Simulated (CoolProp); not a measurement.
Acetone along the isobar 4910 kPa: density (kg/m³) from the reference equation and from simpler models built on Tc = 508.1 K, pc = 4692 kPa, ω = 0.307; each cubic takes its own stable root.

Computed with CoolProp (reference Helmholtz-energy equation of state, Lemmon 2006). It is a short technical equation, of lower accuracy than the large ones.

| T (K) | phase | reference |
|---|---|---|
| 389.9 | liquid | 680.9 |
| 401 | liquid | 665.7 |
| 412 | liquid | 649.9 |
| 423.1 | liquid | 633.2 |
| 434.2 | liquid | 615.3 |
| 445.2 | liquid | 596.3 |
| 456.3 | liquid | 575.4 |
| 467.4 | liquid | 552.1 |
| 478.4 | liquid | 525.6 |
| 489.5 | liquid | 493.2 |
| 500.6 | liquid | 448.1 |
| 511.7 | supercritical | 229.2 |

How far does each simpler model (van der Waals, Redlich-Kwong, Soave-Redlich-Kwong, Peng-Robinson) lie from the reference over these 12 states: mean and median of the absolute difference, and the worst?


- van der Waals: mean 43.4 %, median 46.3 %, worst -47.1 % at 389.9 K and 4910 kPa
- Redlich-Kwong: mean 26.2 %, median 27.1 %, worst -32.5 % at 500.6 K and 4910 kPa
- Soave-Redlich-Kwong: mean 24.1 %, median 23.4 %, worst -30.7 % at 500.6 K and 4910 kPa
- Peng-Robinson: mean 14.9 %, median 13.5 %, worst -22.9 % at 500.6 K and 4910 kPa
